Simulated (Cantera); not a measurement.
A perfectly stirred reactor is fed with 11.9 % CH₄, 1.54 % C₂H₆, 18.1 % O₂, 68.4 % N₂, at 0.700 bar; it is adiabatic with a 673 K inlet, and is followed from long to short residence time, starting on the burning branch (τ in s: 0.053, 0.025, 0.012, 0.0056, 0.0026, 0.0012, 0.00059, 0.00028, 0.00013, 6.3e-05, 3e-05, 1.4e-05, 6.6e-06).

Detailed kinetics in Cantera: GRI-Mech 3.0 (53 species, 325 reactions).

x: mole fraction; the columns are a selection and need not sum to one.

| τ (s) | T (K) | x CH₄ | x C₂H₆ | x O₂ | x CH₂ | x H₂O₂ | x H |
|---|---|---|---|---|---|---|---|
| 0.053 | 2096 | 0.000244 | 3.34e-7 | 0.000133 | 2.56e-6 | ___ | 0.00224 |
| 0.025 | 2093 | 0.000383 | 6.95e-7 | 0.000248 | 4.80e-6 | ___ | 0.00250 |
| 0.012 | 2089 | 0.000580 | 1.42e-6 | 0.000456 | 8.63e-6 | ___ | 0.00278 |
| 0.0056 | 2084 | 0.000875 | 3.02e-6 | 0.000860 | 1.53e-5 | ___ | 0.00309 |
| 0.0026 | 2074 | 0.00131 | 6.53e-6 | 0.00164 | 2.60e-5 | ___ | 0.00340 |
| 0.0012 | 2057 | 0.00202 | 1.48e-5 | 0.00319 | 4.20e-5 | ___ | 0.00366 |
| 0.00059 | 2025 | 0.00321 | 3.45e-5 | 0.00620 | 6.06e-5 | ___ | 0.00371 |
| 0.00028 | 1924 | 0.00746 | 0.000144 | 0.0167 | 6.94e-5 | ___ | 0.00283 |
| 0.00013 | 673 | 0.119 | 0.0154 | 0.181 | <1e-12 | <1e-12 | <1e-12 |
| 6.3e-5 | 673 | 0.119 | 0.0154 | 0.181 | <1e-12 | <1e-12 | <1e-12 |
| 3.0e-5 | 673 | 0.119 | 0.0154 | 0.181 | <1e-12 | <1e-12 | <1e-12 |
| 1.4e-5 | 673 | 0.119 | 0.0154 | 0.181 | <1e-12 | <1e-12 | <1e-12 |
| 6.6e-6 | 673 | 0.119 | 0.0154 | 0.181 | <1e-12 | <1e-12 | <1e-12 |

Q: Fill in the missing entries.

A: 
- 0.053, x H₂O₂: 2.90e-9
- 0.025, x H₂O₂: 4.67e-9
- 0.012, x H₂O₂: 7.82e-9
- 0.0056, x H₂O₂: 1.41e-8
- 0.0026, x H₂O₂: 2.71e-8
- 0.0012, x H₂O₂: 5.66e-8
- 0.00059, x H₂O₂: 1.25e-7
- 0.00028, x H₂O₂: 4.25e-7
